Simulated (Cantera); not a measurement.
Mixture: CH₃OH : O₂ : N₂ : H₂O = 1 : 1.36 : 5.13 : 0.25 (molar parts), at 18.0 bar, adiabatic and at constant pressure. Ignition delay is the time to a rise of 400 K.

Computed with Cantera and GRI-Mech 3.0 (53 species, 325 reactions). GRI-Mech 3.0 was tuned for natural gas; its chemistry of methanol as a main component is partial and can be far from experiment. The pressure lies above the range GRI-Mech 3.0 was tuned for (to about 10 atm).

Q: Predict: delay at 1175 K; delay at 1275 K; delay at 1375 K; delay at 1475 K; delay at 1575 K; apparent activation energy between 1475 and 1575 K.

A: 
```
Quantity                                                 Value
--------------------------------------------------  ----------
delay at 1175 K                                        1.41 ms
delay at 1275 K                                       0.277 ms
delay at 1375 K                                        70.6 µs
delay at 1475 K                                        22.6 µs
delay at 1575 K                                        8.76 µs
apparent activation energy between 1475 and 1575 K  180 kJ/mol
```
